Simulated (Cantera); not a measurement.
A freely propagating, adiabatic, planar premixed flame of 9.31 % CH₄, 1.12 % CO, 16.0 % O₂, 73.6 % N₂, unburnt at 475 K and 10.0 bar; unity-Lewis-number transport, grid criteria slope 0.08 and curve 0.16, no radiation.

Model: GRI-Mech 3.0 (53 species, 325 reactions), integrated in Cantera. Unity Lewis numbers drop preferential diffusion, which matters most where H2 and H carry the flame. Burning velocities carry a grid error of a few per cent, more on coarse grids.

x: mole fraction of selected species; z is measured from the peak of heat release.

| z (mm) | T (K) | u (m/s) | x CH₄ | x CO | x O₂ | x C₂H₂ | x CH₃ | x NO |
|---|---|---|---|---|---|---|---|---|
| -0.572 | 477 | 0.110 | 0.0930 | 0.0112 | 0.160 | 7.86e-7 | <1e-8 | <1e-8 |
| -0.381 | 491 | 0.113 | 0.0922 | 0.0115 | 0.159 | 5.69e-6 | 1.50e-8 | … |
| -0.286 | 533 | 0.123 | 0.0898 | 0.0124 | 0.155 | 2.10e-5 | 7.13e-8 | … |
| -0.191 | 711 | 0.164 | 0.0793 | 0.0164 | 0.139 | 8.72e-5 | 7.92e-7 | … |
| -0.0954 | 1216 | 0.284 | 0.0471 | 0.0286 | 0.0881 | 0.000293 | 5.19e-5 | … |
| -0.0477 | 1600 | 0.376 | 0.0218 | 0.0384 | 0.0477 | 0.000486 | 0.000422 | … |
| 0 | 1942 | 0.460 | 0.00321 | 0.0450 | 0.0121 | 0.000600 | 0.000673 | … |
| 0.0477 | 2054 | 0.486 | 0.000147 | 0.0426 | 0.00143 | 0.000116 | 6.82e-5 | … |
| 0.0954 | 2073 | 0.490 | 1.46e-5 | 0.0409 | 0.000242 | 2.21e-5 | 6.43e-6 | 7.28e-5 |
| 0.191 | 2081 | 0.492 | 1.92e-6 | 0.0403 | 2.98e-5 | 4.06e-6 | 5.47e-7 | 7.76e-5 |
| 0.381 | 2084 | 0.492 | 4.93e-7 | 0.0403 | 4.36e-6 | 9.15e-7 | 7.76e-8 | 7.95e-5 |
| 0.763 | 2085 | 0.492 | 1.16e-7 | 0.0403 | 1.79e-6 | 1.71e-7 | 1.41e-8 | 8.02e-5 |
| 1.53 | 2085 | 0.492 | <1e-8 | 0.0403 | 1.60e-6 | <1e-8 | <1e-8 | 7.99e-5 |

### Question
Some entries are withheld; supply them.

### Answer

- -0.381, x NO: 2.58e-8
- -0.286, x NO: 1.24e-7
- -0.191, x NO: 1.05e-6
- -0.0954, x NO: 1.09e-5
- -0.0477, x NO: 2.47e-5
- 0, x NO: 4.12e-5
- 0.0477, x NO: 6.32e-5
